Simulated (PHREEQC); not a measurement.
PHREEQC input (ion-association model, phreeqc.dat):

```
SOLUTION 0
  temp 40
  units mmol/kgw
  pH 7 charge
  Cl 19.81
  Ca 9.9
SOLUTION 1-40
  temp 40
  units mmol/kgw
  pH 7 charge
  Cl 78.01
  Mn(2) 39
END
EXCHANGE 1-40
  X 0.0083
  -equilibrate 1
END
SELECTED_OUTPUT 1
  -reset false
  -pH true
  -pe true
  -ionic_strength true
  -water true
  -step true
  -totals Ca Cl Mn Mn(2) Mn(3)
  -molalities MnX2 CaX2
  -saturation_indices Pyrochroite
PRINT
  -reset false
TRANSPORT
  -cells 40
  -shifts 120
  -lengths 0.0025
  -time_step 720
  -dispersivities 0.0035
  -boundary_conditions flux flux
  -correct_disp true
  -punch_cells 40
  -punch_frequency 4
END
```

Selected output (columns that matter, 16 of 31 rows; pore volumes added in front):

```
pore volumes	pH	mu	Ca	Cl	Mn	m_MnX2	m_CaX2	si_Pyrochroite
0	5.0797	0.10892	0	0.07801	0.039	0.00415	0	-6.9163
0.2125	5.0797	0.10892	1.4275e-17	0.07801	0.039	0.00415	3.7073e-18	-6.9163
0.4125	5.0797	0.10889	1.0761e-07	0.077986	0.038988	0.00415	2.7955e-08	-6.9164
0.6125	5.0792	0.10572	3.708e-05	0.075603	0.037759	0.0041401	9.9007e-06	-6.9265
0.8125	5.0764	0.08886	0.00040701	0.062999	0.031087	0.0040233	0.00012675	-6.9895
1.0125	5.071	0.064077	0.0013309	0.044757	0.021042	0.003611	0.00053902	-7.1216
1.2125	5.0652	0.045318	0.0028343	0.031182	0.012752	0.0027376	0.0014124	-7.3038
1.4125	5.0614	0.035617	0.0049838	0.024201	0.0071114	0.0015892	0.0025608	-7.5347
1.6125	5.0599	0.03167	0.0071442	0.021322	0.0035116	0.00073344	0.0034166	-7.8301
1.8125	5.0595	0.0303	0.0085942	0.02029	0.001546	0.00030272	0.0038473	-8.1821
2.0125	5.0595	0.029874	0.0093431	0.019954	0.00062901	0.00011877	0.0040312	-8.5711
2.2125	5.0595	0.029752	0.0096777	0.019852	0.00024306	4.5124e-05	0.0041049	-8.9835
2.4125	5.0595	0.02972	0.0098151	0.019822	9.0672e-05	1.6713e-05	0.0041333	-9.4116
2.6125	5.0595	0.029712	0.0098686	0.019813	3.2968e-05	6.0594e-06	0.0041439	-9.851
2.8125	5.0595	0.02971	0.0098887	0.019811	1.1756e-05	2.1584e-06	0.0041478	-10.299
3.0125	5.0595	0.02971	0.009896	0.01981	4.1287e-06	7.577e-07	0.0041492	-10.753
```

Constants without temperature data keep their 25 °C values here.
